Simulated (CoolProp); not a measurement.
Vapour-liquid equilibrium of methanol (1) + ethylbenzene (2) at 0.223 MPa; x and y are mole fractions of (1).

The numbers come from the multi-fluid Helmholtz-energy mixture model, de Reuck 1993 and Zhou 2012; pair parameters Bell 2016 in CoolProp.

| x | bubble temperature, mixture model (K) | bubble temperature, Raoult's law (K) | y, mixture model | y, Raoult's law |
|---|---|---|---|---|
| 0.05 | … | 426.2 | 0.599 | 0.336 |
| 0.2 | 373.1 | 400.9 | 0.854 | 0.711 |
| 0.35 | 366.8 | 387.0 | 0.887 | 0.844 |
| 0.5 | 364.8 | 377.6 | 0.899 | 0.911 |
| 0.65 | … | 370.6 | 0.909 | 0.951 |
| 0.8 | 361.8 | 365.0 | 0.929 | 0.977 |
| 0.95 | 359.8 | 360.5 | … | 0.995 |

Q: Some entries are withheld; supply them.

A: 
- 0.05, bubble temperature, mixture model (K): 404.5
- 0.65, bubble temperature, mixture model (K): 363.5
- 0.95, y, mixture model: 0.974

The largest gap from Raoult's law is -27.8 K in bubble temperature, at x = 0.2. No azeotrope shows between x = 0.05 and 0.95.

The pair parameters rest on a limited set of measurements; away from them the model extrapolates. With so large a gap from Raoult's law the liquid may split in two, which this calculation doesn't test in full.
